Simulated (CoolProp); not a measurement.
Ethanol along the isotherm 533.2 K: fugacity coefficient from the reference equation and from simpler models built on Tc = 514.7 K, pc = 6.268 MPa, ω = 0.644; each cubic takes its own stable root.

Computed with CoolProp (reference Helmholtz-energy equation of state, Schroeder 2014).

```json
[
 {"p (MPa)": "0.94", "phase": "gas", "reference": "0.9626", "van der Waals": "0.9593", "Redlich-Kwong": "0.9543", "Soave-Redlich-Kwong": "?"},
 {"p (MPa)": "1.88", "phase": "gas", "reference": "0.9254", "van der Waals": "0.9188", "Redlich-Kwong": "?", "Soave-Redlich-Kwong": "0.9132"},
 {"p (MPa)": "2.82", "phase": "gas", "reference": "?", "van der Waals": "?", "Redlich-Kwong": "0.8651", "Soave-Redlich-Kwong": "0.8709"},
 {"p (MPa)": "3.76", "phase": "gas", "reference": "0.8507", "van der Waals": "0.8379", "Redlich-Kwong": "?", "Soave-Redlich-Kwong": "0.8292"},
 {"p (MPa)": "4.7", "phase": "gas", "reference": "0.8128", "van der Waals": "0.7971", "Redlich-Kwong": "0.7779", "Soave-Redlich-Kwong": "0.7879"},
 {"p (MPa)": "5.64", "phase": "gas", "reference": "0.7740", "van der Waals": "0.7552", "Redlich-Kwong": "0.7343", "Soave-Redlich-Kwong": "0.7467"},
 {"p (MPa)": "6.58", "phase": "supercritical", "reference": "0.7335", "van der Waals": "0.7112", "Redlich-Kwong": "?", "Soave-Redlich-Kwong": "0.7054"},
 {"p (MPa)": "7.52", "phase": "supercritical", "reference": "?", "van der Waals": "0.6609", "Redlich-Kwong": "0.6425", "Soave-Redlich-Kwong": "0.6633"},
 {"p (MPa)": "8.46", "phase": "supercritical", "reference": "0.6414", "van der Waals": "0.6126", "Redlich-Kwong": "0.5948", "Soave-Redlich-Kwong": "0.6206"},
 {"p (MPa)": "9.4", "phase": "supercritical", "reference": "0.5946", "van der Waals": "0.5726", "Redlich-Kwong": "0.5539", "Soave-Redlich-Kwong": "0.5812"}
]
```

### Question
Fill in the missing entries.

### Answer

- 0.94, Soave-Redlich-Kwong: 0.9562
- 1.88, Redlich-Kwong: 0.9094
- 2.82, reference: 0.8881
- 2.82, van der Waals: 0.8784
- 3.76, Redlich-Kwong: 0.8214
- 6.58, Redlich-Kwong: 0.6898
- 7.52, reference: 0.6898
